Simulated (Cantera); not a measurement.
A closed system holds: 1 mol Nb₂O₅, 31 mol H₂, at 1175 K and 13.3 mbar.

These are equilibrium values from Cantera (NASA tables, ideal gas, pure condensed phases), not measurements of a reactor. Candidate condensed phases: H₂O, Nb, NbO, NbO₂, Nb₂O₅; 12 gas species. Mutual solubility and eutectic melting of coexisting phases are not modelled. Condensed phases not in the tables: the oxides between NbO₂ and Nb₂O₅. Rates play no part.

Base state: H₂ 0.982, H₂O 0.0180 (mole fractions); condensed: NbO₂(s) + Nb₂O₅(s).

### Question
What changes in the equilibrium state with this change: Nb₂O₅ replaced by V₂O₅?

### Answer
```csv
species,before,after
H₂,0.982,0.935
H₂O,0.0180,0.0645
"NbO₂(s), mol",1.12,0
"Nb₂O₅(s), mol",0.442,0
"V₂O₃(s), mol",0,1.00
```
Condensed phases not in the tables: the oxides between V₂O₃ and V₂O₅ other than VO₂. Further candidate phases: V, VO, V₂O₃, V₂O₄, V₂O₅.
